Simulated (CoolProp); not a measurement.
Vapour-liquid equilibrium of R134a (1) + R141b (2) at -52.75 °C; x and y are mole fractions of (1).

Computed with CoolProp (multi-fluid Helmholtz-energy mixture model, Tillner-Roth 1994 and Lemmon 2006; pair parameters Bell 2016).

Give the bubble pressure and the first vapour's composition at x = 0.2, 0.35, 0.5. Is there an azeotrope?

x = 0.2: 0.009790 MPa, y = 0.894; x = 0.35: 0.01421 MPa, y = 0.937; x = 0.5: 0.01727 MPa, y = 0.956. No azeotrope shows between x = 0.05 and 0.95.

The pair parameters rest on a limited set of measurements; away from them the model extrapolates. With so large a gap from Raoult's law the liquid may split in two, which this calculation doesn't test in full.
